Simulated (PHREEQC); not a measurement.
# Acid mine or pickling water: speciation

Synthetic water in mmol/kgw, 51 °C, pH 3.77, pe 9.3: Na 90.2; K 13.9; Ca 0.282; Mg 2.58; Cl 43.4; S(6) 35.3; Cd 0.904; Cu(2) 0.0879.

Valence states are taken as typed.

Equilibrium calculation in PHREEQC: ion-association model, phreeqc.dat.

Each row changes one thing in this solution. No solid was allowed to form.

| case | ionic strength (mol/kgw) | Na+ (mol/kgw) | SO4-2 (mol/kgw) | K+ (mol/kgw) | NaSO4- (mol/kgw) | MgSO4 (mol/kgw) | SI of Gypsum (CaSO4:2H2O) | SI of Halite (NaCl) |
|---|---|---|---|---|---|---|---|---|
| as made | 0.132 | 0.0858 | 0.0274 | 0.0127 | 0.00441 | 0.00148 | -1.66 | -4.28 |
| all concentrations times 2 at the same typed pH | 0.254 | 0.168 | 0.0502 | 0.0246 | 0.0125 | ___ | -1.31 | ___ |
| Ca from 0.282 to 0.564 mmol/kgw | 0.132 | 0.0858 | 0.0273 | 0.0127 | 0.00440 | 0.00148 | -1.36 | -4.28 |

Question: Fill in the missing entries.

Answer: 
- all concentrations times 2 at the same typed pH, MgSO4 (mol/kgw): 0.00318
- all concentrations times 2 at the same typed pH, SI of Halite (NaCl): -3.74

At this temperature some constants are extrapolated from 25 °C, and those without enthalpy data are left unchanged.
